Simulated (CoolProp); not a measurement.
Saturation properties of dimethyl ether.

The numbers come from the reference Helmholtz-energy equation of state, Wu 2011 in CoolProp.

```json
[
 {"T (K)": "184.8", "p (MPa)": "0.002028", "liquid density (kg/m³)": "817.4", "vapour density (kg/m³)": "0.06093", "liquid viscosity (µPa s)": "597"},
 {"T (K)": "196.7", "p (MPa)": "0.005286", "liquid density (kg/m³)": "802.6", "vapour density (kg/m³)": "0.1496", "liquid viscosity (µPa s)": "462"},
 {"T (K)": "208.6", "p (MPa)": "0.01215", "liquid density (kg/m³)": "787.6", "vapour density (kg/m³)": "0.3255", "liquid viscosity (µPa s)": "369"},
 {"T (K)": "220.5", "p (MPa)": "0.02517", "liquid density (kg/m³)": "772.3", "vapour density (kg/m³)": "0.6416", "liquid viscosity (µPa s)": "302"},
 {"T (K)": "232.4", "p (MPa)": "0.04783", "liquid density (kg/m³)": "756.7", "vapour density (kg/m³)": "1.166", "liquid viscosity (µPa s)": "254"},
 {"T (K)": "244.3", "p (MPa)": "0.08459", "liquid density (kg/m³)": "740.7", "vapour density (kg/m³)": "1.984", "liquid viscosity (µPa s)": "218"},
 {"T (K)": "256.2", "p (MPa)": "0.1408", "liquid density (kg/m³)": "724.3", "vapour density (kg/m³)": "3.192", "liquid viscosity (µPa s)": "190"},
 {"T (K)": "268.1", "p (MPa)": "0.2226", "liquid density (kg/m³)": "707.4", "vapour density (kg/m³)": "4.906", "liquid viscosity (µPa s)": "168"},
 {"T (K)": "280", "p (MPa)": "0.3368", "liquid density (kg/m³)": "689.8", "vapour density (kg/m³)": "7.259", "liquid viscosity (µPa s)": "150"},
 {"T (K)": "291.9", "p (MPa)": "0.4908", "liquid density (kg/m³)": "671.4", "vapour density (kg/m³)": "10.41", "liquid viscosity (µPa s)": "135"},
 {"T (K)": "303.8", "p (MPa)": "0.6924", "liquid density (kg/m³)": "652.2", "vapour density (kg/m³)": "14.54", "liquid viscosity (µPa s)": "122"},
 {"T (K)": "315.6", "p (MPa)": "0.9477", "liquid density (kg/m³)": "631.9", "vapour density (kg/m³)": "19.86", "liquid viscosity (µPa s)": "110"},
 {"T (K)": "327.5", "p (MPa)": "1.270", "liquid density (kg/m³)": "610.1", "vapour density (kg/m³)": "26.76", "liquid viscosity (µPa s)": "99.7"}
]
```

It boils at 248.4 K under 1 atm.

Viscosity comes from a separate model (Meng 2012).
